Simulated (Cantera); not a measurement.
Cantera with NASA thermochemical tables; ideal gases at 1 bar, condensed phases pure. Values are per mole of reaction as written; species without (g) are pure solids or liquids, kept so even where they would boil at 1 bar.

Between 1173 and 1373 K, where is each reaction favourable under standard conditions?
- 5 N2(g) + Nb2O5 → 5 N2O(g) + 2 Nb


- 5 N2(g) + Nb2O5 → 5 N2O(g) + 2 Nb: ΔG° is 2233 kJ at 1173 K and 2222 kJ at 1373 K; it stays positive (K < 1). ΔH° is 2294 kJ and ΔS° 52 J/K at 1373 K.
